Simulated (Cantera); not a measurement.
Feed: 1 mol N2O, 0.075 mol SO2, 1.8 mol O2, equilibrated at 2200 K and 0.133 bar.

Equilibrium computed with Cantera from the NASA thermochemical tables; the gas is ideal and each condensed phase is pure. Candidate condensed phases: S; 17 gas species. Equilibrium is a limit: real reactors are often held back by kinetics, nucleation or transport.

Base state: O2 0.670, N2 0.289, SO2 0.0221, NO 0.0136, O 0.00606, SO 5.70e-5, SO3 2.23e-5, NO2 1.14e-5 (mole fractions); condensed: gas only.

### Question
What changes in the equilibrium state with this change: pressure from 0.133 bar to 160 bar?

### Answer
```csv
species,before,after
O2,0.670,0.674
N2,0.289,0.289
SO2,0.0221,0.0215
O,0.00606,0.000176
NO,0.0136,0.0137
SO,5.70e-5,1.60e-6
NO2,1.14e-5,0.000398
SO3,2.23e-5,0.000754
```
The ideal-gas law is rough above about 30 bar.
